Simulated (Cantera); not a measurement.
Cantera run:

```python
import numpy as np
import cantera as ct

gas_names = """
    H HO2 H2 H2O H2O2 Li LiH LiO LiOH Li2 Li2O Li2O2 Li2O2H2 O OH O2 O3
""".split()
cond_names = """
    H2O(s) H2O(L) Li(cr) Li(L) LiH(s) LiH(L) LiOH(s) LiOH(L) Li2O(s) Li2O(L)
""".split()


# ... load() reads the species with a 1 bar reference pressure and builds the phases ...
atoms = {
    'LiOH': {'Li': 1, 'O': 1, 'H': 1},
    'O2': {'O': 2},
}
top_T = {}  # K; cautious upper limits of use, not melting points


# ... equilibrate(T, P, feed) seeds the gas with the atoms and calls Mixture.equilibrate('TP', solver="vcs", rtol=1e-11, max_steps=5000) ...
results = []
feed = {'LiOH': 1, 'O2': 2.8}  # mol
P = 101325  # Pa
for T in [975, 1075, 1175, 1275, 1375, 1475, 1575]:
    mix = equilibrate(T, P, feed)
    results.append((T, P, feed, dict(zip(mix.species_names, mix.species_moles))))

top = {s: max(r[3][s] / sum(r[3][g] for g in gas_names) for r in results) for s in gas_names}
cols = sorted((s for s in top if top[s] > 1e-05), key=lambda s: -top[s])[:8]
seen = [c for c in cond_names if any(r[3].get(c, 0) > 1e-12 for r in results)]
print("log10 of partial pressures in bar; condensed amounts in mol")
print(f"{'T/K':>10s}" + "".join(f"{s[:9]:>10s}" for s in cols + seen))
for T, P, feed, n in results:
    ng = sum(n[g] for g in gas_names)
    print(f"{T:10.4g}" + "".join(f"{np.log10(max(n[s] / ng * P / 1e5, 1e-99)):10.3f}" for s in cols)
          + "".join(f"{n.get(c, 0):10.4g}" for c in seen))
```

Result:

```
log10 of partial pressures in bar; condensed amounts in mol
       T/K        O2       H2O      LiOH   Li2O2H2        OH   LiOH(L)   Li2O(s)
       975    -0.062    -0.833    -5.328    -5.913    -6.920   0.05063    0.4747
      1075    -0.066    -0.814    -4.397    -5.286    -6.101         0    0.4999
      1175    -0.066    -0.814    -3.645    -4.809    -5.429         0    0.4996
      1275    -0.066    -0.816    -3.017    -4.415    -4.862         0    0.4983
      1375    -0.066    -0.819    -2.485    -4.089    -4.379         0    0.4944
      1475    -0.068    -0.830    -2.032    -3.819    -3.965         0    0.4843
      1575    -0.071    -0.853    -1.647    -3.604    -3.611         0     0.462
```

Equilibrium computed with Cantera from the NASA thermochemical tables; the gas is ideal and each condensed phase is pure. Condensed phases not in the tables: the peroxide.
